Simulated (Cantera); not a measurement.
Charge: 1 mol TEOS, 0.47 mol NO, equilibrated at 0.0533 Torr.

Equilibrium computed with Cantera from the NASA thermochemical tables; the gas is ideal and each condensed phase is pure. Candidate condensed phases: C, C₆H₆, C₇H₈, C₈H₁₈, H₂O, Si, SiC, SiO₂, Si₂N₂O, Si₃N₄; 151 gas species. The feed counts by its element totals alone. Mutual solubility and eutectic melting of coexisting phases are not modelled. The numbers say what is thermodynamically allowed, not how fast it happens.

Problem. Which condensed phases are stable at each of these points (T (°C)): 700, 800, 900, 1000, 1100, 1200, 1300, 1400?

Solution. 
```
T (°C)                          condensed phases  Si condensed (%)
------  ----------------------------------------  ----------------
700                 C(graphite) + SiO₂(β-quartz)             100.0
800     C(graphite) + SiO₂(β-quartz) + Si₂N₂O(s)             100.0
900             C(graphite) + SiC(s) + Si₂N₂O(s)              99.9
1000                        C(graphite) + SiC(s)              99.7
1100                        C(graphite) + SiC(s)              99.5
1200                        C(graphite) + SiC(s)              99.2
1300                        C(graphite) + SiC(s)              98.8
1400                        C(graphite) + SiC(s)              98.2
```

At 700 °C the condensed part is C(graphite) + SiO₂(β-quartz). At 800 °C the condensed part is C(graphite) + SiO₂(β-quartz) + Si₂N₂O(s). At 900 °C the condensed part is C(graphite) + SiC(s) + Si₂N₂O(s). From 1000 °C to 1400 °C the condensed part is C(graphite) + SiC(s).
